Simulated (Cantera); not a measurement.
What does this Cantera script print?

```python
import numpy as np
import cantera as ct

gas_names = """
    B BH BH2 BH3 BN BO BO2 B2 B2O B2O2 B2O3 B3O3H3 H HBO HBO2 HNO HNO2 HNO3 HO2 H2 H2O H2O2 H3B3O6 N NH
    NH2 NH3 NH2OH NO NO2 NO3 N2 N2H2 N2H4 N2O O OH O2 O3
""".split()
cond_names = """
    B(b) B(L) BN(s) B2O3(L) B3O3H3(cr) H2O(s) H2O(L)
""".split()


def load(file, names, dense=False):
    # The tables refer to 1 bar. Condensed volumes are neglected.
    table = {s.name: s for s in ct.Species.list_from_file(file)}
    out = []
    for n in names:
        d = dict(table[n].input_data)
        d["thermo"] = dict(d["thermo"], **{"reference-pressure": 1e5})
        if dense:
            d["equation-of-state"] = {"model": "constant-volume", "density": "1e6 g/cm^3"}
        out.append(ct.Species.from_dict(d))
    return out


gas = ct.Solution(thermo="ideal-gas", species=load("nasa_gas.yaml", gas_names))
cond = {s.name: ct.Solution(thermo="fixed-stoichiometry", species=[s], name=s.name)
        for s in load("nasa_condensed.yaml", cond_names, dense=True)}
atoms = {
    'borazine': {'B': 3, 'N': 3, 'H': 6},
    'H2O': {'H': 2, 'O': 1},
    'N2': {'N': 2},
}
top_T = {'BN(s)': 3200}  # K; cautious upper limits of use, not melting points


def equilibrate(T, P, feed):
    n = {}
    for name, mol in feed.items():
        for a, k in atoms[name].items():
            n[a] = n.get(a, 0.0) + k * mol
    gas.TPX = T, P, n
    mass = sum(n.values()) * gas.mean_molecular_weight
    gas.equilibrate("TP")
    valid = [c for c in cond.values() if c.min_temp <= T <= top_T.get(c.name, c.max_temp)]
    mix = ct.Mixture([(gas, mass / gas.mean_molecular_weight)] + [(c, 0.0) for c in valid])
    mix.T, mix.P = T, P
    mix.equilibrate("TP", solver="vcs", rtol=1e-11, max_steps=5000)
    return mix


results = []
P = 150  # Pa
for T in [775, 875, 975, 1075, 1175, 1275, 1375, 1475, 1575, 1675, 1775, 1875]:
    for m in [1.9, 3.8, 5.8, 7.7, 9.7, 12, 14, 16, 18]:
        feed = {'borazine': 1, 'H2O': m, 'N2': 11}  # mol
        mix = equilibrate(T, P, feed)
        results.append((T, P, feed, dict(zip(mix.species_names, mix.species_moles))))

for T, P, feed, n in results:
    print(f"{T:7g} {feed['H2O']:10.4g}  " + (" + ".join(c for c in cond_names if n.get(c, 0) > 1e-12) or "gas only"))
```

It prints:

```
    775        1.9  BN(s) + B2O3(L)
    775        3.8  BN(s) + B2O3(L)
    775        5.8  B2O3(L)
    775        7.7  B2O3(L)
    775        9.7  B2O3(L)
    775         12  B2O3(L)
    775         14  B2O3(L)
    775         16  B2O3(L)
    775         18  B2O3(L)
    875        1.9  BN(s) + B2O3(L)
    875        3.8  BN(s) + B2O3(L)
    875        5.8  B2O3(L)
    875        7.7  B2O3(L)
    875        9.7  B2O3(L)
    875         12  B2O3(L)
    875         14  B2O3(L)
    875         16  B2O3(L)
    875         18  B2O3(L)
    975        1.9  BN(s) + B2O3(L)
    975        3.8  BN(s) + B2O3(L)
    975        5.8  B2O3(L)
    975        7.7  B2O3(L)
    975        9.7  B2O3(L)
    975         12  B2O3(L)
    975         14  B2O3(L)
    975         16  B2O3(L)
    975         18  B2O3(L)
   1075        1.9  BN(s) + B2O3(L)
   1075        3.8  BN(s) + B2O3(L)
   1075        5.8  B2O3(L)
   1075        7.7  B2O3(L)
   1075        9.7  B2O3(L)
   1075         12  B2O3(L)
   1075         14  B2O3(L)
   1075         16  B2O3(L)
   1075         18  B2O3(L)
   1175        1.9  BN(s) + B2O3(L)
   1175        3.8  BN(s) + B2O3(L)
   1175        5.8  B2O3(L)
   1175        7.7  B2O3(L)
   1175        9.7  B2O3(L)
   1175         12  B2O3(L)
   1175         14  B2O3(L)
   1175         16  B2O3(L)
   1175         18  B2O3(L)
   1275        1.9  BN(s) + B2O3(L)
   1275        3.8  BN(s) + B2O3(L)
   1275        5.8  B2O3(L)
   1275        7.7  B2O3(L)
   1275        9.7  B2O3(L)
   1275         12  B2O3(L)
   1275         14  B2O3(L)
   1275         16  B2O3(L)
   1275         18  B2O3(L)
   1375        1.9  BN(s) + B2O3(L)
   1375        3.8  BN(s) + B2O3(L)
   1375        5.8  B2O3(L)
   1375        7.7  B2O3(L)
   1375        9.7  B2O3(L)
   1375         12  B2O3(L)
   1375         14  B2O3(L)
   1375         16  gas only
   1375         18  gas only
   1475        1.9  BN(s) + B2O3(L)
   1475        3.8  BN(s) + B2O3(L)
   1475        5.8  B2O3(L)
   1475        7.7  gas only
   1475        9.7  gas only
   1475         12  gas only
   1475         14  gas only
   1475         16  gas only
   1475         18  gas only
   1575        1.9  BN(s)
   1575        3.8  BN(s)
   1575        5.8  gas only
   1575        7.7  gas only
   1575        9.7  gas only
   1575         12  gas only
   1575         14  gas only
   1575         16  gas only
   1575         18  gas only
   1675        1.9  BN(s)
   1675        3.8  BN(s)
   1675        5.8  gas only
   1675        7.7  gas only
   1675        9.7  gas only
   1675         12  gas only
   1675         14  gas only
   1675         16  gas only
   1675         18  gas only
   1775        1.9  BN(s)
   1775        3.8  gas only
   1775        5.8  gas only
   1775        7.7  gas only
   1775        9.7  gas only
   1775         12  gas only
   1775         14  gas only
   1775         16  gas only
   1775         18  gas only
   1875        1.9  BN(s)
   1875        3.8  gas only
   1875        5.8  gas only
   1875        7.7  gas only
   1875        9.7  gas only
   1875         12  gas only
   1875         14  gas only
   1875         16  gas only
   1875         18  gas only
```

Cantera equilibrium calculation (NASA polynomials, part measured and part estimated; ideal gas, pure solids and liquids). The feed counts by its element totals alone. Mutual solubility and eutectic melting of coexisting phases are not modelled. Gases not in the tables: H3BO3.
